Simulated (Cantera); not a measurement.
Cantera run, input and output.

```python
import numpy as np
import cantera as ct

gas = ct.Solution("gri30.yaml")


def delay(T, t_max=10):
    gas.TPX = T, 100000, {'CH3OH': 1, 'O2': 1, 'N2': 3.76}
    reactor = ct.IdealGasReactor(gas, clone=False)
    net = ct.ReactorNet([reactor])
    net.rtol, net.atol = 1e-8, 1e-16
    while net.time < t_max:
        t_old, T_old = net.time, reactor.T
        net.step()
        if reactor.T > T + 400:  # ignition: a rise of 400 K
            return t_old + (T + 400 - T_old) / (reactor.T - T_old) * (net.time - t_old)
    return np.nan


taus = []
for T in [1225, 1325, 1425, 1525, 1625, 1725, 1825, 1925, 2025]:
    taus.append(delay(T))
    print(f"T0 = {T:6g} K   tau = {taus[-1]:.4e} s")
```

Output:

```
T0 =   1225 K   tau = 5.6472e-03 s
T0 =   1325 K   tau = 1.3149e-03 s
T0 =   1425 K   tau = 3.8752e-04 s
T0 =   1525 K   tau = 1.3915e-04 s
T0 =   1625 K   tau = 5.8655e-05 s
T0 =   1725 K   tau = 2.8038e-05 s
T0 =   1825 K   tau = 1.4806e-05 s
T0 =   1925 K   tau = 8.4948e-06 s
T0 =   2025 K   tau = 5.2399e-06 s
```

Detailed kinetics in Cantera: GRI-Mech 3.0 (53 species, 325 reactions). GRI-Mech 3.0 was tuned for natural gas; its chemistry of methanol as a main component is partial and can be far from experiment.
